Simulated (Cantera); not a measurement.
A closed system holds: 1 mol Si3N4, 0.45 mol H2O, 3.5 mol N2, at 1900 K.

These are equilibrium values from Cantera (NASA tables, ideal gas, pure condensed phases), not measurements of a reactor. Candidate condensed phases: H2O, Si, SiO2, Si2N2O, Si3N4; 35 gas species. Mutual solubility and eutectic melting of coexisting phases are not modelled. Kinetics and transport are ignored.

Problem. Which condensed phases are stable at each of these points (P (Pa)): 0.100, 1, 10, 100, 1000, 10000, 100000, 1000000?

Solution. 
```csv
P (Pa),condensed phases,Si condensed (%)
0.100,gas only,0.0
1,gas only,0.0
10,Si(l),52.8
100,Si(l),82.1
1000,Si(l),84.7
10000,Si2N2O(s) + Si3N4(s),98.4
100000,Si2N2O(s) + Si3N4(s),99.9
1000000,Si2N2O(s) + Si3N4(s),100.0
```

From 1.00e-6 bar to 1.00e-5 bar nothing is condensed. From 0.000100 bar to 0.0100 bar the condensed part is Si(l). From 0.100 bar to 10.0 bar the condensed part is Si2N2O(s) + Si3N4(s).
